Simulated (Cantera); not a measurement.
**Equilibrium for hydrogen reduction and annealing atmospheres: FeS2 + H2 + H2O**

Input: 1 mol FeS2, a varied amount of H2, 1.1 mol H2O, held at 698.15 K and 0.100 bar.

These are equilibrium values from Cantera (NASA tables, ideal gas, pure condensed phases), not measurements of a reactor. Candidate condensed phases: Fe, FeO, Fe(OH)2, Fe(OH)3, FeS, FeSO4, FeS2, Fe2O3, Fe2(SO4)3, Fe3O4, H2O, H2SO4, S; 22 gas species. FeS: taken at fixed stoichiometry. The numbers say what is thermodynamically allowed, not how fast it happens.

From 25 mol H2 to 370 mol H2 the condensed part is FeS(s).

| n(H2) (mol) | log p H2 | log p H2O | log p H2S | n FeS(s) |
|---|---|---|---|---|
| 25 | -1.04 | -2.38 | -2.42 | 1.00 |
| 32 | -1.03 | -2.48 | -2.52 | 1.00 |
| 41 | -1.02 | -2.58 | -2.62 | 1.00 |
| 52 | -1.02 | -2.68 | -2.73 | 1.00 |
| 66 | -1.01 | -2.79 | -2.83 | 1.00 |
| 85 | -1.01 | -2.89 | -2.94 | 1.00 |
| 110 | -1.01 | -3.00 | -3.05 | 1.00 |
| 140 | -1.01 | -3.11 | -3.15 | 1.00 |
| 180 | -1.01 | -3.22 | -3.26 | 1.00 |
| 220 | -1.00 | -3.30 | -3.34 | 1.00 |
| 290 | -1.00 | -3.42 | -3.46 | 1.00 |
| 370 | -1.00 | -3.53 | -3.57 | 1.00 |
log p: log10 of the partial pressure in bar; n: condensed amount in mol.
